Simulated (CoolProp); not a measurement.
Vapour-liquid equilibrium of propylene (1) + dimethyl ether (2) at 17.5 bar; x and y are mole fractions of (1).

Computed with CoolProp (multi-fluid Helmholtz-energy mixture model, Lemmon 2013 and Wu 2011; pair parameters Bell 2016).

| x | bubble temperature, mixture model (°C) | bubble temperature, Raoult's law (°C) | y, mixture model | y, Raoult's law |
|---|---|---|---|---|
| 0.05 | 66.6 | 66.9 | 0.078 | 0.083 |
| 0.15 | 62.9 | 63.8 | 0.220 | 0.234 |
| 0.25 | 59.6 | 60.8 | 0.345 | 0.367 |
| 0.35 | 56.5 | 58.0 | 0.457 | 0.486 |
| 0.45 | 53.8 | 55.4 | 0.556 | 0.591 |
| 0.55 | 51.3 | 52.8 | 0.647 | 0.685 |
| 0.65 | 49.1 | 50.4 | 0.731 | 0.769 |
| 0.75 | 47.0 | 48.1 | 0.810 | 0.844 |
| 0.85 | 45.2 | 45.8 | 0.886 | 0.912 |
| 0.95 | 43.5 | 43.7 | 0.962 | 0.972 |

The largest gap from Raoult's law is -1.6 K in bubble temperature, at x = 0.45. No azeotrope shows between x = 0.05 and 0.95.

The pair parameters rest on a limited set of measurements; away from them the model extrapolates.
